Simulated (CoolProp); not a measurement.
Nitrogen along the isotherm -134.95 °C: Z from the reference equation and from simpler models built on Tc = -147.0 °C, pc = 3.396 MPa, ω = 0.037; each cubic takes its own stable root.

Model: reference Helmholtz-energy equation of state, Span 2000, in CoolProp.

```tsv
p (MPa)	phase	reference
0.0537	gas	0.9960
0.102	gas	0.9924
0.193	gas	0.9856
0.366	gas	0.9724
0.693	gas	0.9469
1.31	gas	0.8963
2.49	gas	0.7878
4.72	supercritical	0.5082
8.96	supercritical	0.4429
17	supercritical	0.7005
```

Q: How far does each simpler model (van der Waals, Redlich-Kwong, Soave-Redlich-Kwong, Peng-Robinson) lie from the reference over these 10 states: mean and median of the absolute difference, and the worst?

A: 
- van der Waals: mean 5.6 %, median 0.4 %, worst +24.8 % at -134.95 °C and 17 MPa
- Redlich-Kwong: mean 1.1 %, median 0.3 %, worst +6.7 % at -134.95 °C and 8.96 MPa
- Soave-Redlich-Kwong: mean 1.3 %, median 0.2 %, worst +7.4 % at -134.95 °C and 8.96 MPa
- Peng-Robinson: mean 2.0 %, median 1.3 %, worst -7.7 % at -134.95 °C and 17 MPa
